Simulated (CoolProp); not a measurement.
Values from CoolProp's reference Helmholtz-energy equation of state, Penoncello 2003.

Question: For CHF3 (R23), give the phase and the speed of sound (m/s), conductivity (mW/(m K)), Prandtl number at 201.85 °C and 0.0724 MPa; 201.85 °C and 0.935 MPa.

Answer: 
- 201.85 °C and 0.0724 MPa: gas; speed of sound 254, conductivity 23.0, Prandtl number 0.946
- 201.85 °C and 0.935 MPa: gas; speed of sound 252, conductivity 24.0, Prandtl number 0.923

Viscosity comes from a separate model (Shan 2000). Thermal conductivity comes from a separate model (Shan 2000).
